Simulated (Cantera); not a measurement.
Equilibrium for silicon carbide growth: SiH₂Cl₂ + C₃H₈ + H₂

A closed system holds: 1 mol SiH₂Cl₂, 0.02 mol C₃H₈, 33 mol H₂, at 10.0 mbar.

Cantera equilibrium calculation (NASA polynomials, part measured and part estimated; ideal gas, pure solids and liquids). Candidate condensed phases: C, C₆H₆, C₇H₈, C₈H₁₈, Si, SiC; 109 gas species. Mutual solubility and eutectic melting of coexisting phases are not modelled. The tables' values for SiCl, SiCl₃ are old estimates; treat these amounts as uncertain. Gases not in the tables: Si₂H₆ and higher silanes. The numbers say what is thermodynamically allowed, not how fast it happens.

From 950 K to 1550 K the condensed part is Si(s) + SiC(s). From 1700 K to 2000 K the condensed part is Si(l) + SiC(s). At 2150 K the condensed part is SiC(s). From 2300 K to 2450 K nothing is condensed. The main Si-bearing gas is SiCl₄ at 950 K and Si at 2450 K.

```tsv
T (K)	log p H₂	log p H	log p HCl	log p Si	log p SiCl₄	log p Cl	n Si(s)	n SiC(s)	n Si(l)
950	-2.01	-10.26	-3.88	<-14	-4.07	-12.15	0.519	0.0600	0
1100	-2.02	-8.60	-3.47	-13.63	-4.51	-10.10	0.674	0.0600	0
1250	-2.02	-7.33	-3.36	-11.08	-5.64	-8.73	0.731	0.0600	0
1400	-2.02	-6.32	-3.35	-9.08	-6.88	-7.74	0.720	0.0600	0
1550	-2.02	-5.51	-3.36	-7.48	-7.91	-6.95	0.704	0.0600	0
1700	-2.02	-4.84	-3.37	-6.17	-8.76	-6.30	0	0.0600	0.690
1850	-2.03	-4.28	-3.35	-5.19	-9.51	-5.73	0	0.0597	0.694
2000	-2.03	-3.80	-3.35	-4.36	-10.17	-5.25	0	0.0556	0.558
2150	-2.05	-3.40	-3.35	-3.74	-10.82	-4.84	0	0.0241	0
2300	-2.08	-3.05	-3.33	-3.66	-11.74	-4.45	0	0	0
2450	-2.12	-2.76	-3.37	-3.64	-12.78	-4.16	0	0	0
```
log p: log10 of the partial pressure in bar; n: condensed amount in mol.
